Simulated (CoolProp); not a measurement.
Vapour pressure (MPa) of fluoroethane (R161): the reference equation beside estimates from Tc = 375.2 K, pc = 5.010 MPa, ω = 0.216.

Values from CoolProp's reference Helmholtz-energy equation of state, Wu 2012.

```json
[
 {"T (K)": "201.6", "reference": "0.01561", "Soave-Redlich-Kwong": "0.01513", "Peng-Robinson": "0.01589"},
 {"T (K)": "214.6", "reference": "0.03462", "Soave-Redlich-Kwong": "0.03382", "Peng-Robinson": "0.03492"},
 {"T (K)": "227.7", "reference": "0.06948", "Soave-Redlich-Kwong": "0.06840", "Peng-Robinson": "0.06970"},
 {"T (K)": "240.7", "reference": "…", "Soave-Redlich-Kwong": "…", "Peng-Robinson": "0.1273"},
 {"T (K)": "253.8", "reference": "0.2186", "Soave-Redlich-Kwong": "0.2177", "Peng-Robinson": "0.2179"},
 {"T (K)": "266.8", "reference": "0.3523", "Soave-Redlich-Kwong": "0.3526", "Peng-Robinson": "0.3509"},
 {"T (K)": "279.9", "reference": "0.5425", "Soave-Redlich-Kwong": "0.5452", "Peng-Robinson": "0.5404"},
 {"T (K)": "293", "reference": "0.8011", "Soave-Redlich-Kwong": "0.8081", "Peng-Robinson": "0.7989"},
 {"T (K)": "306", "reference": "1.139", "Soave-Redlich-Kwong": "1.152", "Peng-Robinson": "1.138"},
 {"T (K)": "319.1", "reference": "1.575", "Soave-Redlich-Kwong": "1.598", "Peng-Robinson": "1.578"},
 {"T (K)": "332.1", "reference": "…", "Soave-Redlich-Kwong": "2.154", "Peng-Robinson": "2.129"},
 {"T (K)": "345.2", "reference": "2.797", "Soave-Redlich-Kwong": "2.844", "Peng-Robinson": "2.818"},
 {"T (K)": "358.2", "reference": "3.623", "Soave-Redlich-Kwong": "3.674", "Peng-Robinson": "3.652"}
]
```

Question: Complete the blanks.

Answer: 
- 240.7, reference: 0.1274
- 240.7, Soave-Redlich-Kwong: 0.1262
- 332.1, reference: 2.119

Absolute difference from the reference over all 13 rows, mean and median: Soave-Redlich-Kwong 1.3 and 1.4 %, Peng-Robinson 0.5 and 0.4 %.
